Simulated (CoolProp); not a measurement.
R22 at 495 K and 11.9 MPa flows at 0.28 m/s in a round tube of 4.6 mm bore and 15 µm roughness, fully developed (64/Re and Nu = 3.66 if laminar; Colebrook and Gnielinski if turbulent). Each further row changes one setting.

The numbers come from the reference Helmholtz-energy equation of state, Kamei 1995 in CoolProp.

```
case               Reynolds number  Darcy friction factor  pressure drop (Pa/m)  heat-transfer coefficient (W/(m² K))  mass flow (kg/h)
-----------------  ---------------  ---------------------  --------------------  ------------------------------------  ----------------
as stated                    15400                 0.0331                  95.7                                   461              5.69
velocity 0.56 m/s            30800                 0.0304                   351                                   875              11.4
diameter 9.2 mm              30800                 0.0272                  39.4                                   392              22.8
```

Viscosity comes from a separate model (Bell 2016), an estimate that may be off by 10 % or more. Thermal conductivity comes from a separate model (McLinden 2000), an estimate that may be off by 10 % or more.
